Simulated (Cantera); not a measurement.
Charge: 1 mol BN, 2.9 mol F2, equilibrated at 848 K and 1000 Pa.

These are equilibrium values from Cantera (NASA tables, ideal gas, pure condensed phases), not measurements of a reactor. Rates play no part.

```csv
species,before,after
F2,0.398,0.394
BF3,0.329,0.361
N2,0.161,0.149
F,0.105,0.0331
NF3,0.00673,0.0636
```
Gas species are given as mole fractions.

Q: What was changed between the two runs?
(A) temperature from 848 K to 948.15 K
(B) pressure from 1000 Pa to 25.0 Pa
(C) pressure from 1000 Pa to 10000 Pa
(D) pressure from 1000 Pa to 33000 Pa

A: C, pressure from 1000 Pa to 10000 Pa
